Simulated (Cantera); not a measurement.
An adiabatic, constant-volume homogeneous reactor starts with CO : H2 : O2 : N2 : CO2 = 1 : 0.055 : 0.44 : 1.65 : 0.24 (molar parts), at 1748 K and 760 Torr. Integrator tolerance rtol = 1e-08.

Computed with Cantera and GRI-Mech 3.0 (53 species, 325 reactions).

Problem. How do the results move with these cheaper or finer settings: rtol 1e-08 to 1e-10; rtol 1e-08 to 0.01?

Solution. 
```json
[
 {"setting": "as above", "time of steepest temperature rise": "33.3 µs", "temperature at 2.00 s": "2862 K", "equilibrium temperature": "2862 K", "x(CO) at 2.00 s": "0.170", "integrator steps": "1048"},
 {"setting": "rtol 1e-08 to 1e-10", "time of steepest temperature rise": "33.3 µs", "temperature at 2.00 s": "2862 K", "equilibrium temperature": "2862 K", "x(CO) at 2.00 s": "0.170", "integrator steps": "1722"},
 {"setting": "rtol 1e-08 to 0.01", "time of steepest temperature rise": "61.3 µs", "temperature at 2.00 s": "2863 K", "equilibrium temperature": "2862 K", "x(CO) at 2.00 s": "0.170", "integrator steps": "679"}
]
```
